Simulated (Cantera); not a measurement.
# Thermodynamics of hydrogen reduction and annealing atmospheres, feed Fe2O3 + H2 + N2

Feed: 1 mol Fe2O3, 6.1 mol H2, a varied amount of N2, at 1348.15 K and 0.180 bar.

Equilibrium computed with Cantera from the NASA thermochemical tables; the gas is ideal and each condensed phase is pure. Candidate condensed phases: Fe, FeO, Fe(OH)2, Fe(OH)3, Fe2O3, Fe3O4, H2O; 27 gas species. Mutual solubility and eutectic melting of coexisting phases are not modelled. The tables' stoichiometric FeO is somewhat more stable than real wüstite, so its field is too wide. FeO: taken at fixed stoichiometry. Kinetics and transport are ignored.

From 2.3 mol N2 to 67 mol N2 the condensed part is Fe(γ) + FeO(s). The main Fe-bearing gas is Fe(OH)2 throughout.

```
n(N2) (mol)   x N2    x H2   x H2O      x H    x NH3  x Fe(OH)2     x Fe     x OH  n Fe(γ)  n FeO(s)
-----------  -----  ------  ------  -------  -------  ---------  -------  -------  -------  --------
2.3          0.274   0.538   0.189  4.01e-6  3.82e-6    5.80e-7  2.27e-8  2.27e-8    0.585      1.42
4            0.396   0.447   0.157  3.65e-6  3.49e-6    4.83e-7  2.27e-8  2.07e-8    0.585      1.42
7            0.534   0.345   0.121  3.21e-6  2.74e-6    3.72e-7  2.27e-8  1.81e-8    0.585      1.42
12           0.663   0.249  0.0876  2.73e-6  1.88e-6    2.69e-7  2.27e-8  1.54e-8    0.585      1.42
22           0.783   0.161  0.0564  2.19e-6  1.06e-6    1.73e-7  2.27e-8  1.24e-8    0.585      1.42
38           0.862   0.102  0.0359  1.75e-6  5.64e-7    1.11e-7  2.27e-8  9.89e-9    0.585      1.42
67           0.917  0.0618  0.0217  1.36e-6  2.72e-7    6.67e-8  2.27e-8  7.68e-9    0.585      1.42
```
x: gas mole fraction; n: condensed amount in mol.
